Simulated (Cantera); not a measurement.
Input: 1 mol SiH4, 0.19 mol O3, 1.4 mol N2, at 1123.15 K and 30.0 Pa.

These are equilibrium values from Cantera (NASA tables, ideal gas, pure condensed phases), not measurements of a reactor. Candidate condensed phases: H2O, Si, SiO2, Si2N2O, Si3N4; 35 gas species. N2 is the only nitrogen source here; it is nearly inert below about 1500 K, so the nitride shown seldom forms there in practice. Mutual solubility and eutectic melting of coexisting phases are not modelled. The numbers say what is thermodynamically allowed, not how fast it happens.

Base state: H2 0.684, N2 0.316 (mole fractions); condensed: SiO2(β-quartz) + Si2N2O(s).

Q: What changes in the equilibrium state with this change: SiH4 replaced by Si2H6?

A: 
```tsv
species	before	after
H2	0.684	0.921
N2	0.316	0.0788
SiO2(β-quartz), mol	0.0467	0
Si2N2O(s), mol	0.477	0.570
Si3N4(s), mol	0	0.287
```
The feed counts by its element totals alone.

Q: What changes in the equilibrium state with this change: temperature from 1123.15 K to 1898 K?

A: 
```
species               before     after
-------------------  -------  --------
H2                     0.684     0.460
N2                     0.316     0.332
SiO                  2.04e-7     0.135
Si                     <1e-9    0.0409
H                    2.04e-6    0.0306
SiH                    <1e-9  0.000419
Si2                    <1e-9  0.000327
Si2N                   <1e-9  0.000200
SiN                    <1e-9  0.000138
SiO2(β-quartz), mol   0.0467         0
Si2N2O(s), mol         0.477         0
Si(l), mol                 0     0.250
```
The tables' values for SiN are old estimates; treat these amounts as uncertain. Gases not in the tables: Si2H6 and higher silanes.
